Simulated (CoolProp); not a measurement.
A simple Rankine cycle with cis-2-butene: condensing at 295.15 K, boiler at 0.746 MPa, turbine inlet 358.6 K, turbine efficiency 0.85, pump efficiency 0.8, no recuperator. Each further row changes one setting.

Values from CoolProp's reference Helmholtz-energy equation of state, Lemmon 2005. It is a short technical equation, of lower accuracy than the large ones.

```csv
case,thermal efficiency (%),net work (kJ/kg),heat in (kJ/kg),turbine exit temperature (K),volume ratio over the turbine
as stated,10.6,50.7,479,[?],3.72
turbine inlet 378.6 K,10.6,[?],517,[?],[?]
condensing temperature 287.15 K,12.2,[?],[?],308.4,4.80
boiler pressure 0.522 MPa,8.0,39.2,488,328.5,[?]
turbine efficiency 0.75,9.3,44.6,479,[?],3.77
```

**Question.** Some entries are withheld; supply them.

**Answer.** 
- as stated, turbine exit temperature (K): 316.1
- turbine inlet 378.6 K, net work (kJ/kg): 54.9
- turbine inlet 378.6 K, turbine exit temperature (K): 337.0
- turbine inlet 378.6 K, volume ratio over the turbine: 3.69
- condensing temperature 287.15 K, net work (kJ/kg): 60.6
- condensing temperature 287.15 K, heat in (kJ/kg): 497
- boiler pressure 0.522 MPa, volume ratio over the turbine: 2.59
- turbine efficiency 0.75, turbine exit temperature (K): 320.0
